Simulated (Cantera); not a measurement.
Feed: 1 mol Ti, 0.46 mol C3H8, 24 mol H2O, equilibrated at 1700 K and 525 Torr.

These are equilibrium values from Cantera (NASA tables, ideal gas, pure condensed phases), not measurements of a reactor. Candidate condensed phases: C, C6H6, C7H8, C8H18, H2O, Ti, TiC, TiO, TiO2, Ti2O3, Ti3O5, Ti4O7; 113 gas species. Gases not in the tables: TiO(OH)2. Kinetics and transport are ignored.

Task: What is the equilibrium state?

Result: 
```
Item                                     Value
-----------------------------------  ---------
x(H2O)                                   0.732
x(H2)                                    0.217
x(CO)                                   0.0255
x(CO2)                                  0.0252
x(H)                                   8.20e-5
x(OH)                                  1.43e-5
n(TiO2(rutile))                       1.00 mol
gas amount                           27.22 mol
log10 activity of Ti4O7(s) (absent)      -1.75
log10 activity of Ti3O5(s) (absent)      -1.87
log10 activity of Ti2O3(s) (absent)      -2.42
```
